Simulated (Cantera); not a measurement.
Cantera with NASA thermochemical tables; ideal gases at 1 bar, condensed phases pure. Values are per mole of reaction as written; species without (g) are pure solids or liquids, kept so even where they would boil at 1 bar. The tables' values for C₂F₄ are old estimates.

Task: Between 1125 and 1725 K, where is each reaction favourable under standard conditions?
- CF₂(g) + Cu ⇌ CuF₂ + C
- 2 CF₃(g) + Cu ⇌ CuF₂ + C₂F₄(g)

Result: 
- CF₂(g) + Cu ⇌ CuF₂ + C: ΔG° is -156 kJ at 1125 K and -90 kJ at 1725 K; it stays negative (K > 1). ΔH° is -273 kJ and ΔS° -106 J/K at 1725 K.
- 2 CF₃(g) + Cu ⇌ CuF₂ + C₂F₄(g): ΔG° is -65 kJ at 1125 K and -6 kJ at 1725 K; it stays negative (K > 1). ΔH° is -171 kJ and ΔS° -95 J/K at 1725 K.
